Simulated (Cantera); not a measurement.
**Hydrocarbon pyrolysis for carbon deposition**

An isothermal, constant-pressure homogeneous reactor starts with CH₄ : H₂ = 1 : 12 (molar parts), at 1648 K and 0.0133 bar.

Cantera simulation using GRI-Mech 3.0 (53 species, 325 reactions); the numbers are that mechanism's predictions, not measurements. GRI-Mech 3.0 stops at C3 and has no aromatics, soot or wall deposition, so with more carbon than oxygen in the feed, carbon stays in small species such as C2H2 where larger ones or solid carbon would form. Radical loss at walls, strong at low pressure, is not modelled.

| t (s) | x CH₄ | x H₂ | x C₂H₄ | x CH₂ | x CH₃ | x C₂H₆ |
|---|---|---|---|---|---|---|
| 9.00e-5 | 0.0769 | 0.923 | <1e-12 | <1e-12 | 1.04e-6 | <1e-12 |
| 0.000353 | 0.0769 | 0.923 | 7.94e-11 | 8.87e-12 | 4.24e-6 | 4.27e-11 |
| 0.00138 | 0.0769 | 0.923 | 5.62e-9 | 1.65e-10 | 1.68e-5 | 2.39e-9 |
| 0.00541 | 0.0769 | 0.923 | 3.48e-7 | 2.63e-9 | 6.57e-5 | 8.91e-8 |
| 0.0212 | 0.0766 | 0.923 | 1.87e-5 | 3.78e-8 | 0.000254 | 1.63e-6 |
| 0.0831 | 0.0741 | 0.924 | 0.000275 | 2.84e-7 | 0.000725 | 9.53e-6 |
| 0.326 | 0.0603 | 0.931 | 0.000248 | 3.23e-7 | 0.000697 | 8.04e-6 |
| 1.28 | 0.0327 | 0.946 | 9.76e-5 | 2.28e-7 | 0.000419 | 2.72e-6 |
| 5.00 | 0.0101 | 0.958 | 3.77e-5 | 1.01e-7 | 0.000149 | 3.10e-7 |
x: mole fraction; the columns are a selection and need not sum to one.

Equilibrium at this temperature and pressure: CH₄ 0.000471, H₂ 0.963, C₂H₄ 3.34e-5, CH₂ 5.87e-9, CH₃ 7.57e-6, C₂H₆ 1.33e-9 (gas phase only).
